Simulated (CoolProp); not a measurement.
The fluid at 298.15 K and 16.3 MPa (liquid) is heated at constant pressure to 324.4 K. The same conditions are run with several fluids, on thermodynamics alone (safety and materials aside).

Model: reference Helmholtz-energy equation of state of each fluid (R143a: Lemmon and Jacobsen 2000; hydrogen sulfide: Lemmon 2006; n-nonane: Lemmon 2006; octamethyltrisiloxane (MDM): Thol 2017; methanol: de Reuck 1993), in CoolProp.

### Question
Rank R143a, hydrogen sulfide, n-nonane, octamethyltrisiloxane (MDM), methanol by heat (kJ/kg), highest first.

### Answer
methanol (68.2), n-nonane (58.8), hydrogen sulfide (55.1), octamethyltrisiloxane (MDM) (47.1), R143a (38.7)

| fluid | final density (kg/m³) |
|---|---|
| R143a | 954 |
| hydrogen sulfide | 752 |
| n-nonane | 708 |
| octamethyltrisiloxane (MDM) | 813 |
| methanol | 778 |
